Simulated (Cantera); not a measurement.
Input (Python, Cantera) and output of one run.

```python
import numpy as np
import cantera as ct

gas_names = """
    CL CL2 H HCL H2 Si SiCL SiCL2 SiCL3 SiCL4 SiH SiHCL3 SiH2 SiH2CL2 SiH3 SiH3CL SiH4 Si2 Si3
""".split()
cond_names = """
    Si(cr) Si(L)
""".split()


# ... load() reads the species with a 1 bar reference pressure and builds the phases ...
atoms = {
    'Si3H8': {'Si': 3, 'H': 8},
    'HCl': {'H': 1, 'CL': 1},
    'H2': {'H': 2},
}
top_T = {}  # K; cautious upper limits of use, not melting points


# ... equilibrate(T, P, feed) seeds the gas with the atoms and calls Mixture.equilibrate('TP', solver="vcs", rtol=1e-11, max_steps=5000) ...
results = []
feed = {'Si3H8': 1, 'HCl': 0.03, 'H2': 12}  # mol
T = 1725  # K
P = 36000  # Pa
mix = equilibrate(T, P, feed)
results.append((T, P, feed, dict(zip(mix.species_names, mix.species_moles))))
x = sorted(zip(gas.X, gas.species_names), reverse=True)
print(f"T = {T:g} K  P = {P:g} Pa  gas = {mix.phase_moles(0):.4g} mol")
print("   x: " + "  ".join(f"{s} {v:.3e}" for v, s in x if v > 0.0001))
print("   condensed (mol): " + ("  ".join(f"{mix.phase(i).name} {mix.phase_moles(i):.4g}"
      for i in range(1, mix.n_phases) if mix.phase_moles(i) > 1e-12) or "none"))
```

Result:

```
T = 1725 K  P = 36000 Pa  gas = 16.03 mol
   x: H2 9.978e-01  HCL 1.846e-03  H 3.092e-04
   condensed (mol): Si(L) 2.999
```

Method: chemical equilibrium by Gibbs-energy minimisation in Cantera with the NASA 1993 tables (ideal gas, pure condensed phases). The feed counts by its element totals alone. Gases not in the tables: Si2H6 and higher silanes.
